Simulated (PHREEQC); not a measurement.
## Alkaline etch or developer (model solution)

A solution holds 100 mmol/kgw NaOH and 0.0037 mmol/kgw H4SiO4, at 20 °C. Closed to the air; pH follows from the charge balance.

All values are PHREEQC results (Pitzer model, pitzer.dat), not measurements.

No solid was allowed to form.

Q: Predict the pH, specific conductance.

A: pH 13.06; specific conductance 18400 µS/cm.

Q: In which forms is Si present?

A: H2SiO4-2 60 %, H3SiO4- 40 % of the Si.
